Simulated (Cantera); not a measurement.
Charge: 1 mol B2O3, 0.24 mol H2O, 0.42 mol N2, equilibrated at 0.420 bar.

Cantera equilibrium calculation (NASA polynomials, part measured and part estimated; ideal gas, pure solids and liquids). Candidate condensed phases: B, BN, B2O3, B3O3H3, H2O; 39 gas species. Gases not in the tables: H3BO3. Equilibrium is a limit: real reactors are often held back by kinetics, nucleation or transport.

Task: At 927 °C, list the 4 most abundant gas species with their mole fractions, and the condensed phases.

Result: N2 0.637, H2O 0.361, (HBO2)3 0.00164, HBO2 0.000771. Condensed: B2O3(l).
